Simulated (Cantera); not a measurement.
Hydrocarbon pyrolysis for carbon deposition

An isothermal, constant-pressure homogeneous reactor starts with 14.7 % C₂H₆, 85.3 % H₂, at 1475 K and 100.0 Torr.

Computed with Cantera and GRI-Mech 3.0 (53 species, 325 reactions). GRI-Mech 3.0 stops at C3 and has no aromatics, soot or wall deposition, so with more carbon than oxygen in the feed, carbon stays in small species such as C2H2 where larger ones or solid carbon would form.

| t (s) | x C₂H₆ | x H₂ | x CH₃ | x C₂H₂ | x C₂H₄ | x CH₄ | x H |
|---|---|---|---|---|---|---|---|
| 3.00e-6 | 0.147 | 0.853 | 0.000162 | 9.81e-12 | 2.91e-6 | 2.85e-5 | 1.06e-5 |
| 9.84e-6 | 0.146 | 0.853 | 0.000386 | 4.93e-9 | 0.000112 | 0.000246 | 4.82e-5 |
| 3.23e-5 | 0.142 | 0.852 | 0.000908 | 1.79e-6 | 0.00228 | 0.00182 | 0.000166 |
| 0.000106 | 0.114 | 0.846 | 0.00259 | 0.000164 | 0.0185 | 0.0164 | 0.000366 |
| 0.000347 | 0.0401 | 0.826 | 0.00220 | 0.00340 | 0.0566 | 0.0701 | 0.000465 |
| 0.00114 | 0.00326 | 0.818 | 0.000592 | 0.0157 | 0.0648 | 0.0975 | 0.000229 |
| 0.00373 | 0.000252 | 0.820 | 0.000166 | 0.0278 | 0.0538 | 0.0981 | 6.87e-5 |
| 0.0122 | 4.70e-5 | 0.822 | 7.40e-5 | 0.0393 | 0.0414 | 0.0972 | 3.11e-5 |
| 0.0402 | 2.62e-5 | 0.825 | 6.36e-5 | 0.0562 | 0.0231 | 0.0956 | 2.72e-5 |
| 0.132 | 1.44e-5 | 0.828 | 6.02e-5 | 0.0722 | 0.00583 | 0.0937 | 2.64e-5 |
| 0.432 | 1.22e-5 | 0.830 | 5.87e-5 | 0.0754 | 0.00317 | 0.0916 | 2.64e-5 |
| 1.42 | 1.12e-5 | 0.833 | 5.59e-5 | 0.0775 | 0.00325 | 0.0860 | 2.69e-5 |
| 4.65 | 8.95e-6 | 0.842 | 4.85e-5 | 0.0828 | 0.00346 | 0.0717 | 2.83e-5 |
| 15.2 | 6.02e-6 | 0.856 | 3.60e-5 | 0.0913 | 0.00381 | 0.0490 | 3.12e-5 |
| 50.0 | 4.87e-6 | 0.863 | 2.89e-5 | 0.0956 | 0.00400 | 0.0374 | 3.31e-5 |
x: mole fraction; the columns are a selection and need not sum to one.

Equilibrium at this temperature and pressure: C₂H₆ 4.83e-6, H₂ 0.863, CH₃ 2.86e-5, C₂H₂ 0.0958, C₂H₄ 0.00401, CH₄ 0.0369, H 3.32e-5 (gas phase only).
